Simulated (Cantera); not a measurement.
A closed system holds: 1 mol Si₂H₆, 0.49 mol Cl₂, 65 mol H₂, equilibrated at 0.100 bar.

Cantera equilibrium calculation (NASA polynomials, part measured and part estimated; ideal gas, pure solids and liquids). Candidate condensed phases: Si; 19 gas species. The feed counts by its element totals alone. The numbers say what is thermodynamically allowed, not how fast it happens.

### Question
What share of the Si ends up in condensed phases as a function of T (K), at 900, 950, 1000, 1050, 1100, 1150, 1200, 1250, 1300, 1350, 1400, 1450?

### Answer
```csv
T (K),Si condensed (%),as
900,88.7,Si(s)
950,90.3,Si(s)
1000,92.3,Si(s)
1050,94.3,Si(s)
1100,96.1,Si(s)
1150,97.3,Si(s)
1200,97.9,Si(s)
1250,98.1,Si(s)
1300,98.2,Si(s)
1350,98.2,Si(s)
1400,98.1,Si(s)
1450,98.1,Si(s)
```
